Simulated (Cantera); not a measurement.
Gas mixture: CH₄ = 0.9 (molar parts), at 210000 Pa, frozen composition.

Cantera's kinetic-theory transport with the Lennard-Jones parameters of GRI-Mech 3.0, ideal gas; thermal conductivity in the mixture-averaged form.

D: mixture-averaged diffusion coefficient of that species in the mixture.

| T (K) | ρ (kg/m³) | cp (J/kg/K) | μ (µPa s) | λ (mW/m/K) | Pr | D (cm²/s) OH | D (cm²/s) H | D (cm²/s) H₂O |
|---|---|---|---|---|---|---|---|---|
| 400 | 1.01 | 2526 | 14.4 | 50.7 | 0.720 | 0.264 | 0.906 | 0.192 |
| 500 | 0.810 | 2898 | 17.1 | 68.7 | 0.720 | 0.387 | 1.34 | 0.295 |
| 600 | 0.675 | ? | ? | ? | 0.723 | ? | ? | ? |
| 700 | 0.579 | ? | ? | ? | 0.726 | ? | ? | ? |
| 800 | 0.507 | 3989 | 23.8 | 131 | 0.726 | 0.859 | 3.01 | 0.704 |
| 900 | 0.450 | 4292 | 25.8 | 152 | 0.727 | 1.05 | 3.67 | 0.869 |
| 1000 | 0.405 | 4589 | 27.7 | 174 | 0.731 | 1.25 | 4.39 | 1.05 |

Question: Some entries are withheld; supply them.

Answer: 
- 600, cp (J/kg/K): 3287
- 600, μ (µPa s): 19.5
- 600, λ (mW/m/K): 88.6
- 600, D (cm²/s) OH: 0.529
- 600, D (cm²/s) H: 1.84
- 600, D (cm²/s) H₂O: 0.416
- 700, cp (J/kg/K): 3656
- 700, μ (µPa s): 21.7
- 700, λ (mW/m/K): 109
- 700, D (cm²/s) OH: 0.686
- 700, D (cm²/s) H: 2.40
- 700, D (cm²/s) H₂O: 0.552
